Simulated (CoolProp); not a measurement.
Model: reference Helmholtz-energy equation of state, Span 2003, in CoolProp. It is a short technical equation, of lower accuracy than the large ones.

### Question
For n-heptane, give the phase and the cp (kJ/(kg K)), Joule-Thomson coefficient (K/MPa), viscosity (µPa s) at 286.8 K and 4.05 MPa.

### Answer
- 286.8 K and 4.05 MPa: liquid; cp 2.19, Joule-Thomson coefficient -0.436, viscosity 462

Viscosity comes from a separate model (Michailidou 2014).
